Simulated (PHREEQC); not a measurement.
Silver or lead bath

A solution holds 0.0015 mol/kgw AgNO3, 4.7e-05 mol/kgw KNO3 and 0.3 mol/kgw Na2SO4, at 80 °C. Closed to the air; pH follows from the charge balance.

Computed with PHREEQC (ion-association model, wateq4f.dat).

Precipitation was switched off in this run.

Question: What pH, ionic strength, activity of water does the model give?

Answer: pH 6.85; ionic strength 0.693 mol/kgw; activity of water 0.986.

Question: In which forms is Ag present?

Answer: Ag+ 54 %, AgSO4- 46 % of the Ag.

Constants without temperature data keep their 25 °C values here.
